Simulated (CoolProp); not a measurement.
R227EA along the isobar 1.46 MPa: density (kg/m³) from the reference equation and from simpler models built on Tc = 374.9 K, pc = 2.925 MPa, ω = 0.358; each cubic takes its own stable root.

Computed with CoolProp (reference Helmholtz-energy equation of state, Lemmon 2016).

| T (K) | phase | reference |
|---|---|---|
| 316.6 | liquid | 1313 |
| 336.4 | liquid | 1201 |
| 356.2 | gas | 112.3 |
| 376 | gas | 98.59 |
| 395.8 | gas | 89.25 |
| 415.6 | gas | 82.17 |
| 435.4 | gas | 76.49 |
| 455.2 | gas | 71.76 |
| 475 | gas | 67.72 |

Question: How far does each simpler model (van der Waals, Redlich-Kwong, Peng-Robinson) lie from the reference over these 9 states: mean and median of the absolute difference, and the worst?

Answer: 
- van der Waals: mean 16.1 %, median 1.6 %, worst -90.2 % at 336.4 K and 1.46 MPa
- Redlich-Kwong: mean 12.8 %, median 1.4 %, worst -89.4 % at 336.4 K and 1.46 MPa
- Peng-Robinson: mean 1.5 %, median 1.5 %, worst -2.3 % at 336.4 K and 1.46 MPa

At some of these states van der Waals, Redlich-Kwong gives the other phase, because its saturation line lies elsewhere.
